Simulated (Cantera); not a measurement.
A closed system holds: 1 mol Ti(OiPr)₄, 0.35 mol H₂O, equilibrated at 0.210 bar.

Equilibrium computed with Cantera from the NASA thermochemical tables; the gas is ideal and each condensed phase is pure. Candidate condensed phases: C, C₆H₆, C₇H₈, C₈H₁₈, H₂O, Ti, TiC, TiO, TiO₂, Ti₂O₃, Ti₃O₅, Ti₄O₇; 113 gas species. The feed counts by its element totals alone. TiC: taken at fixed stoichiometry. Rates play no part.

Q: At 1150 °C, list the 6 most abundant gas species with their mole fractions, and the condensed phases.

A: H₂ 0.767, CO 0.233, CH₄ 0.000470, H₂O 0.000116, CO₂ 1.55e-5, H 1.27e-5. Condensed: C(graphite) + TiC(s).
